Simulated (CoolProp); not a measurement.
A closed Brayton cycle with nitrogen: compressor inlet 322.15 K and 5.3 MPa, high pressure 18.4 MPa, turbine inlet 705 K, compressor efficiency 0.89, turbine efficiency 0.85, recuperator effectiveness 0 (on enthalpy, no pinch check). Each further row changes one setting.

Model: reference Helmholtz-energy equation of state, Span 2000, in CoolProp.

```tsv
case	thermal efficiency (%)	net work (kJ/kg)	compressor to turbine work	compressor exit (K)	turbine exit (K)
as stated	11.2	28.5	0.85	478.9	530.3
turbine inlet 655 K	7.3	14.4	0.92	478.9	491.1
compressor inlet 332.15 K	9.7	23.1	0.88	493.5	530.3
high pressure 15.6 MPa	11.5	32.3	0.81	454.9	550.5
recuperator effectiveness 0.5	12.6	28.5	0.85	478.9	530.3
```
